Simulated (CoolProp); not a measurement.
Saturation properties of R1224YDZ.

The numbers come from the reference Helmholtz-energy equation of state, Akasaka 2023 in CoolProp.

```
T (K)  p (kPa)  liquid density (kg/m³)  vapour density (kg/m³)
-----  -------  ----------------------  ----------------------
334.8    459.5                    1251                     [?]
345.3      [?]                     [?]                     [?]
355.8    782.8                    1179                     [?]
366.3    996.8                    1139                   62.59
376.7     1249                    1096                   80.38
387.2     1550                    1048                   103.5
397.7     1903                   993.0                   134.2
408.2     2316                   928.0                     [?]
418.7     2798                   842.6                   245.5
```

Fill in the missing entries.


- 334.8, vapour density (kg/m³): 28.21
- 345.3, p (kPa): 605.1
- 345.3, liquid density (kg/m³): 1217
- 345.3, vapour density (kg/m³): 37.17
- 355.8, vapour density (kg/m³): 48.43
- 408.2, vapour density (kg/m³): 177.4

It boils at 288.0 K under 1 atm.
